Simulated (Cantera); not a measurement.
A Cantera script and what it prints.

```python
import numpy as np
import cantera as ct

gas_names = [...]  # 110 gases of nasa_gas.yaml made of C, H, N
cond_names = """
    C(gr) C6H6(L) C7H8(L) C8H18(L),n-octa
""".split()


# ... load() reads the species with a 1 bar reference pressure and builds the phases ...
atoms = {
    'n-butane': {'C': 4, 'H': 10},
    'NH3': {'N': 1, 'H': 3},
    'H2': {'H': 2},
}
top_T = {'C(gr)': 4500}  # K; cautious upper limits of use, not melting points


# ... equilibrate(T, P, feed) seeds the gas with the atoms and calls Mixture.equilibrate('TP', solver="vcs", rtol=1e-11, max_steps=5000) ...
results = []
feed = {'n-butane': 1, 'NH3': 0.35, 'H2': 33}  # mol
P = 7000000  # Pa
for T in [2500, 2750, 3000, 3250, 3500, 3750, 4000, 4250, 4500, 4750, 5000]:
    mix = equilibrate(T, P, feed)
    results.append((T, P, feed, dict(zip(mix.species_names, mix.species_moles))))
    x = sorted(zip(gas.X, gas.species_names), reverse=True)
    print(f"T = {T:g} K  P = {P:g} Pa  gas = {mix.phase_moles(0):.4g} mol")
    print("   x: " + "  ".join(f"{s} {v:.3e}" for v, s in x if v > 1e-06))
    print("   condensed (mol): " + ("  ".join(f"{mix.phase(i).name} {mix.phase_moles(i):.4g}"
          for i in range(1, mix.n_phases) if mix.phase_moles(i) > 1e-12) or "none"))
```

Output:

```
T = 2500 K  P = 7e+06 Pa  gas = 38.34 mol
   x: H2 9.689e-01  C2H2,acetylene 1.048e-02  CH4 9.859e-03  HCN 3.531e-03  H 2.958e-03  N2 2.566e-03  CH3 5.413e-04  C2H4 5.166e-04  HNC 4.134e-04  C4H2 4.683e-05  NH3 3.513e-05  C3H4,propyne 2.582e-05  C3H3,propargyl 1.632e-05  C2H3,vinyl 1.579e-05  CH3CN 1.573e-05  C3H4,allene 1.118e-05  C2H2,vinylidene 8.170e-06  CH2 3.422e-06  C2H6 3.348e-06  C3H5,allyl 2.360e-06  C2H 2.298e-06  C3H6,propylene 1.327e-06  C2H5 1.121e-06
   condensed (mol): C(gr) 2.589
T = 2750 K  P = 7e+06 Pa  gas = 38.55 mol
   x: H2 9.492e-01  C2H2,acetylene 2.671e-02  H 7.966e-03  CH4 6.587e-03  HCN 4.959e-03  N2 1.662e-03  CH3 9.354e-04  HNC 7.538e-04  C2H4 5.775e-04  C4H2 3.125e-04  C3H3,propargyl 6.699e-05  C2H3,vinyl 5.255e-05  C3H4,propyne 5.161e-05  C2H2,vinylidene 4.476e-05  C2H 2.599e-05  C3H4,allene 2.313e-05  NH3 2.171e-05  CH2 1.736e-05  CH3CN 1.550e-05  C3H5,allyl 4.370e-06  C6H2 3.861e-06  CN 3.309e-06  C2H6 2.016e-06  C2H5 1.643e-06  C3H6,propylene 1.256e-06
   condensed (mol): C(gr) 1.308
T = 3000 K  P = 7e+06 Pa  gas = 38.85 mol
   x: H2 9.242e-01  C2H2,acetylene 4.259e-02  H 1.814e-02  HCN 5.611e-03  CH4 4.014e-03  CH3 1.248e-03  N2 1.150e-03  HNC 1.059e-03  C4H2 8.191e-04  C2H4 4.605e-04  C2H 1.437e-04  C3H3,propargyl 1.358e-04  C2H2,vinylidene 1.343e-04  C2H3,vinyl 1.040e-04  C3H4,propyne 5.740e-05  CH2 5.698e-05  C3H4,allene 2.648e-05  C6H2 1.671e-05  NH3 1.435e-05  CN 1.137e-05  CH3CN 1.115e-05  C3H5,allyl 4.545e-06  C3 2.842e-06  CH 2.251e-06  C2H5 1.636e-06  NH2 1.242e-06
   condensed (mol): none
T = 3250 K  P = 7e+06 Pa  gas = 39.3 mol
   x: H2 9.072e-01  C2H2,acetylene 4.257e-02  H 3.655e-02  HCN 5.581e-03  CH4 2.202e-03  CH3 1.311e-03  HNC 1.263e-03  N2 1.005e-03  C4H2 8.339e-04  C2H 4.093e-04  C2H4 2.577e-04  C2H2,vinylidene 2.279e-04  C3H3,propargyl 1.362e-04  CH2 1.276e-04  C2H3,vinyl 1.250e-04  C3H4,propyne 3.485e-05  CN 2.887e-05  C6H2 1.744e-05  C3H4,allene 1.648e-05  C3 1.244e-05  NH3 1.115e-05  CH 9.886e-06  CH3CN 6.241e-06  C 4.038e-06  C3H5,allyl 2.617e-06  C2 2.135e-06  NH2 2.030e-06  C2H5 1.108e-06
   condensed (mol): none
T = 3500 K  P = 7e+06 Pa  gas = 39.96 mol
   x: H2 8.789e-01  H 6.617e-02  C2H2,acetylene 4.148e-02  HCN 5.458e-03  HNC 1.443e-03  CH3 1.327e-03  CH4 1.280e-03  C2H 9.834e-04  N2 8.875e-04  C4H2 8.155e-04  C2H2,vinylidene 3.479e-04  CH2 2.487e-04  C2H4 1.505e-04  C2H3,vinyl 1.412e-04  C3H3,propargyl 1.313e-04  CN 6.356e-05  C3 4.304e-05  CH 3.466e-05  C3H4,propyne 2.172e-05  C 1.990e-05  C6H2 1.726e-05  C3H4,allene 1.049e-05  C2 1.028e-05  NH3 8.760e-06  CH3CN 3.660e-06  NH2 3.038e-06  C3H5,allyl 1.547e-06  NH 1.472e-06  C2N2 1.089e-06
   condensed (mol): none
T = 3750 K  P = 7e+06 Pa  gas = 40.93 mol
   x: H2 8.368e-01  H 1.096e-01  C2H2,acetylene 3.925e-02  HCN 5.242e-03  C2H 2.051e-03  HNC 1.583e-03  CH3 1.290e-03  N2 7.895e-04  CH4 7.682e-04  C4H2 7.639e-04  C2H2,vinylidene 4.837e-04  CH2 4.301e-04  C2H3,vinyl 1.500e-04  CN 1.247e-04  C3 1.231e-04  C3H3,propargyl 1.208e-04  CH 1.010e-04  C2H4 8.953e-05  C 7.869e-05  C2 3.955e-05  C6H2 1.614e-05  C3H4,propyne 1.359e-05  NH3 6.869e-06  C3H4,allene 6.691e-06  NH2 4.207e-06  NH 3.084e-06  N 2.256e-06  CH3CN 2.201e-06  C5 1.845e-06  C2N2 1.198e-06
   condensed (mol): none
T = 4000 K  P = 7e+06 Pa  gas = 42.33 mol
   x: H2 7.799e-01  H 1.682e-01  C2H2,acetylene 3.569e-02  HCN 4.928e-03  C2H 3.763e-03  HNC 1.672e-03  CH3 1.193e-03  N2 7.094e-04  C4H2 6.735e-04  CH2 6.672e-04  C2H2,vinylidene 6.132e-04  CH4 4.639e-04  C3 2.983e-04  C 2.592e-04  CH 2.515e-04  CN 2.223e-04  C2H3,vinyl 1.486e-04  C2 1.256e-04  C3H3,propargyl 1.045e-04  C2H4 5.277e-05  C6H2 1.393e-05  C3H4,propyne 8.292e-06  NH 5.803e-06  N 5.650e-06  NH2 5.438e-06  NH3 5.328e-06  C5 4.450e-06  C3H4,allene 4.149e-06  C4 2.590e-06  CNC 1.771e-06  CH3CN 1.325e-06  C2N2 1.271e-06
   condensed (mol): none
T = 4250 K  P = 7e+06 Pa  gas = 44.23 mol
   x: H2 7.084e-01  H 2.416e-01  C2H2,acetylene 3.065e-02  C2H 6.093e-03  HCN 4.517e-03  HNC 1.696e-03  CH3 1.039e-03  CH2 9.315e-04  C 7.287e-04  C2H2,vinylidene 7.038e-04  N2 6.474e-04  C3 6.157e-04  C4H2 5.430e-04  CH 5.430e-04  CN 3.647e-04  C2 3.356e-04  CH4 2.749e-04  C2H3,vinyl 1.352e-04  C3H3,propargyl 8.288e-05  C2H4 2.990e-05  N 1.274e-05  C6H2 1.066e-05  NH 9.992e-06  C5 8.832e-06  NH2 6.618e-06  C4 6.359e-06  C3H4,propyne 4.761e-06  NH3 4.062e-06  CNC 3.549e-06  C3H4,allene 2.417e-06  C2N2 1.301e-06
   condensed (mol): none
T = 4500 K  P = 7e+06 Pa  gas = 46.71 mol
   x: H2 6.252e-01  H 3.268e-01  C2H2,acetylene 2.438e-02  C2H 8.662e-03  HCN 4.015e-03  C 1.776e-03  HNC 1.649e-03  CH2 1.169e-03  C3 1.077e-03  CH 1.026e-03  CH3 8.417e-04  C2 7.595e-04  C2H2,vinylidene 7.217e-04  N2 6.054e-04  CN 5.554e-04  C4H2 3.859e-04  CH4 1.562e-04  C2H3,vinyl 1.107e-04  C3H3,propargyl 5.849e-05  N 2.647e-05  NH 1.601e-05  C2H4 1.579e-05  C5 1.411e-05  C4 1.265e-05  NH2 7.639e-06  C6H2 6.842e-06  CNC 6.262e-06  NH3 3.034e-06  C3H4,propyne 2.475e-06  C2N2 1.277e-06  C3H4,allene 1.273e-06
   condensed (mol): none
T = 4750 K  P = 7e+06 Pa  gas = 49.77 mol
   x: H2 5.347e-01  H 4.189e-01  C2H2,acetylene 1.761e-02  C2H 1.073e-02  C 3.789e-03  HCN 3.443e-03  CH 1.706e-03  C3 1.581e-03  HNC 1.531e-03  C2 1.458e-03  CH2 1.316e-03  CN 7.891e-04  C2H2,vinylidene 6.522e-04  CH3 6.267e-04  N2 5.844e-04  C4H2 2.330e-04  CH4 8.345e-05  C2H3,vinyl 8.014e-05  N 5.162e-05  C3H3,propargyl 3.566e-05  NH 2.420e-05  C4 2.004e-05  C5 1.764e-05  CNC 9.741e-06  NH2 8.424e-06  C2H4 7.559e-06  C6H2 3.495e-06  NH3 2.217e-06  C2N2 1.194e-06  C3H4,propyne 1.124e-06
   condensed (mol): none
T = 5000 K  P = 7e+06 Pa  gas = 53.35 mol
   x: H 5.116e-01  H2 4.430e-01  C2H 1.153e-02  C2H2,acetylene 1.140e-02  C 7.142e-03  HCN 2.833e-03  CH 2.508e-03  C2 2.380e-03  C3 1.934e-03  HNC 1.353e-03  CH2 1.327e-03  CN 1.049e-03  N2 5.836e-04  C2H2,vinylidene 5.148e-04  CH3 4.262e-04  C4H2 1.165e-04  N 9.573e-05  C2H3,vinyl 5.065e-05  CH4 4.138e-05  NH 3.483e-05  C4 2.503e-05  C3H3,propargyl 1.842e-05  C5 1.694e-05  CNC 1.336e-05  NH2 8.919e-06  C2H4 3.220e-06  NH3 1.583e-06  C6H2 1.366e-06  CCN 1.131e-06  C2N2 1.055e-06
   condensed (mol): none
```

These are equilibrium values from Cantera (NASA tables, ideal gas, pure condensed phases), not measurements of a reactor. The ideal-gas law is rough above about 30 bar.
